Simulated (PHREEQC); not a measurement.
TMAH is added in steps, without added water, to 1 kg of water holding 57 mmol/kgw NH3 and 0.097 mmol/kgw Na2CO3, at 35 °C. O2 is buffered at 0.21 atm. No CO2 enters from the air. Solids allowed: Nahcolite, Natron. Others were left out.

Base run: PHREEQC, ion-association model, wateq4f.dat. Each further column changes one thing. The table gives HCO3- (mol/kgw).

```csv
TMAH added (mol),base,Debye-Hückel limiting law,Davies equation for every ion,all activity coefficients set to 1,metal-ligand complexes left out
0,2.33e-5,2.32e-5,2.33e-5,2.51e-5,2.34e-5
0.0015,1.33e-5,1.32e-5,1.33e-5,1.47e-5,1.34e-5
0.003,8.47e-6,8.34e-6,8.42e-6,9.55e-6,8.50e-6
0.00375,7.06e-6,6.93e-6,7.02e-6,8.04e-6,7.09e-6
0.00525,5.23e-6,5.11e-6,5.19e-6,6.07e-6,5.25e-6
0.00675,4.12e-6,4.00e-6,4.08e-6,4.85e-6,4.13e-6
0.00825,3.38e-6,3.26e-6,3.34e-6,4.04e-6,3.39e-6
0.009,3.09e-6,2.98e-6,3.06e-6,3.72e-6,3.11e-6
0.0105,2.64e-6,2.53e-6,2.61e-6,3.22e-6,2.65e-6
0.012,2.30e-6,2.19e-6,2.27e-6,2.84e-6,2.31e-6
```

(CH3)4N+ isn't in the database: it is added as a free cation with an ion size of 4 Å.
